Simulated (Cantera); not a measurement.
A closed system holds: 1 mol C2F6, 0.051 mol F2, 0.47 mol H2, at 3050 K and 2.10 Pa.

Method: chemical equilibrium by Gibbs-energy minimisation in Cantera with the NASA 1993 tables (ideal gas, pure condensed phases). Candidate condensed phases: C, C6H6, C7H8, C8H18; 95 gas species. The feed counts by its element totals alone. The numbers say what is thermodynamically allowed, not how fast it happens.

Base state: F 0.681, C 0.198, H 0.100, C2 0.00681, HF 0.00627, CF 0.00449, C3 0.00342 (mole fractions); condensed: gas only.

Question: What changes in the equilibrium state with this change: temperature from 3050 K to 600 K?

Answer: 
```csv
species,before,after
CF4,<1e-9,0.579
HF,0.00627,0.421
F,0.681,<1e-9
C,0.198,<1e-9
H,0.100,<1e-9
C2,0.00681,<1e-9
CF,0.00449,<1e-9
C3,0.00342,<1e-9
"C(graphite), mol",0,0.710
```
Condensed phases not in the tables: fluorocarbon polymer. Gases not in the tables: C2F6 and larger saturated fluorocarbons.
